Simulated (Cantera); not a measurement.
## Adiabatic ignition

An adiabatic, constant-volume homogeneous reactor starts with 21.4 % CO, 6.00 % H₂, 2.79 % CH₄, 13.8 % O₂, 51.9 % N₂, 4.07 % CO₂, equivalence ratio 1.4, at 975 K and 1.01 bar.

Detailed kinetics in Cantera: GRI-Mech 3.0 (53 species, 325 reactions). Below about 1000 K GRI-Mech 3.0 lacks low-temperature oxidation paths.

```
t (s)     T (K)  P (bar)   x CO    x H₂   x CH₄     x N₂O       x H
--------  -----  -------  -----  ------  ------  --------  --------
4.00e-6     975     1.01  0.214  0.0600  0.0279    <1e-12  3.26e-11
9.16e-6     975     1.01  0.214  0.0600  0.0279    <1e-12  9.12e-11
2.10e-5     975     1.01  0.214  0.0600  0.0279    <1e-12  1.86e-10
4.80e-5     975     1.01  0.214  0.0600  0.0279    <1e-12  3.01e-10
0.000110    975     1.01  0.214  0.0600  0.0279    <1e-12  5.24e-10
0.000252    975     1.01  0.214  0.0600  0.0279    <1e-12   1.27e-9
0.000577    975     1.01  0.214  0.0600  0.0279    <1e-12   5.96e-9
0.00132     975     1.01  0.214  0.0600  0.0279    <1e-12   1.73e-7
0.00303    1050     1.09  0.214  0.0580  0.0253  4.41e-10   2.67e-5
0.00693    2756     2.69  0.135  0.0122  <1e-12   4.58e-7   0.00475
0.0159     2756     2.69  0.135  0.0122  <1e-12   4.60e-7   0.00474
0.0364     2756     2.69  0.135  0.0122  <1e-12   4.60e-7   0.00474
0.0833     2756     2.69  0.135  0.0122  <1e-12   4.60e-7   0.00474
0.191      2756     2.69  0.135  0.0122  <1e-12   4.60e-7   0.00474
0.437      2756     2.69  0.135  0.0122  <1e-12   4.60e-7   0.00474
1.00       2756     2.69  0.135  0.0122  <1e-12   4.60e-7   0.00474
```
x: mole fraction; the columns are a selection and need not sum to one.

The time of steepest temperature rise is 3.58 ms and the temperature at 1.00 s comes out as 2756 K. The equilibrium temperature comes out as 2756 K and the x(CO) at 1.00 s comes out as 0.135 (gas-phase equilibrium 0.135). The x(H₂) at 1.00 s comes out as 0.0122 (gas-phase equilibrium 0.0122) and the x(CH₄) at 1.00 s comes out as <1e-12 (gas-phase equilibrium <1e-12).
